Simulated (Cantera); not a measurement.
**C₂H₂ + CO₂ + N₂ (carbon deposition, reforming and gasification)**

Input: 1 mol C₂H₂, 1.4 mol CO₂, 5.9 mol N₂, held at 2398 K and 1 atm.

Method: chemical equilibrium by Gibbs-energy minimisation in Cantera with the NASA 1993 tables (ideal gas, pure condensed phases). Candidate condensed phases: C, C₆H₆, C₇H₈, C₈H₁₈, H₂O; 136 gas species. Kinetics and transport are ignored.

x(N₂): 0.600
x(CO): 0.288
x(H₂): 0.0927
x(HCN): 0.0128
x(H): 0.00477
x(HNC): 0.00133
x(C₂H₂ (acetylene)): 0.000641
x(CN): 3.28e-5
x(C₂N₂): 2.46e-5
n(C(graphite)): 0.449 mol
gas amount: 9.723 mol
